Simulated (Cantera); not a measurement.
Cantera with NASA thermochemical tables; ideal gases at 1 bar, condensed phases pure. Values are per mole of reaction as written; species without (g) are pure solids or liquids, kept so even where they would boil at 1 bar.

Li + HCl(g) + OH(g) = LiCl + H₂O(g)

| T (K) | ΔH° (kJ) | ΔS° (J/K) | ΔG° (kJ) | log10 K |
|---|---|---|---|---|
| 948 | (withheld) | (withheld) | (withheld) | (withheld) |
| 998 | -576.6 | -131.6 | -445.2 | 23.30 |
| 1048 | -575.9 | -131.0 | -438.7 | 21.86 |
| 1098 | -575.2 | -130.3 | -432.1 | 20.56 |
| 1148 | (withheld) | (withheld) | (withheld) | (withheld) |
| 1198 | -573.9 | -129.2 | -419.2 | 18.28 |

Task: Complete the blanks.

Result: 
- 948, ΔH° (kJ): -577.3
- 948, ΔS° (J/K): -132.4
- 948, ΔG° (kJ): -451.8
- 948, log10 K: 24.90
- 1148, ΔH° (kJ): -574.6
- 1148, ΔS° (J/K): -129.7
- 1148, ΔG° (kJ): -425.6
- 1148, log10 K: 19.37
